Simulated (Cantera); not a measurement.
# Equilibrium for fluorocarbon and chlorocarbon gases: CCl4 + H2

Feed: 1 mol CCl4, 0.7 mol H2, equilibrated at 2.10 Pa.

Method: chemical equilibrium by Gibbs-energy minimisation in Cantera with the NASA 1993 tables (ideal gas, pure condensed phases). Candidate condensed phases: C, C6H6, C7H8, C8H18; 103 gas species. Ions and electrons are included (thermal ionisation). Equilibrium is a limit: real reactors are often held back by kinetics, nucleation or transport.

From 2727 °C to 4727 °C nothing is condensed. The main C-bearing gas is C throughout.

```csv
T (°C),x Cl,x H,x C,x e-
2727,0.632,0.221,0.139,4.18e-7
2977,0.626,0.219,0.154,2.61e-6
3227,0.625,0.219,0.156,1.22e-5
3477,0.625,0.219,0.156,4.64e-5
3727,0.625,0.219,0.156,0.000150
3977,0.625,0.219,0.156,0.000428
4227,0.624,0.219,0.155,0.00109
4477,0.623,0.218,0.154,0.00252
4727,0.621,0.218,0.151,0.00538
```
x: gas mole fraction; nothing condenses.
